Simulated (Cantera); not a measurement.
Mixture: H2 : O2 : N2 = 1 : 0.641 : 4.17 (molar parts), equivalence ratio 0.78, at 14.8 atm, adiabatic and at constant volume. Ignition delay is the time to a rise of 400 K.

Model: the H2/O2 subset of GRI-Mech 3.0, which has no nitrogen chemistry, integrated in Cantera. The hydrogen kinetics of GRI-Mech 3.0 are dated; newer H2 mechanisms differ, most at raised pressure. The pressure lies above the range GRI-Mech 3.0 was tuned for (to about 10 atm). Where the delays flatten at high temperature, the 400 K rule measures the pace of heat release, not the induction time.

**Question.** Predict: delay at 1323 K; delay at 1373 K; delay at 1423 K; delay at 1473 K; delay at 1523 K; delay at 1573 K; apparent activation energy between 1473 and 1573 K.

**Answer.** 
```json
{
  "delay at 1323 K": "6.02 µs",
  "delay at 1373 K": "3.33 µs",
  "delay at 1423 K": "2.29 µs",
  "delay at 1473 K": "1.73 µs",
  "delay at 1523 K": "1.38 µs",
  "delay at 1573 K": "1.15 µs",
  "apparent activation energy between 1473 and 1573 K": "79 kJ/mol"
}
```
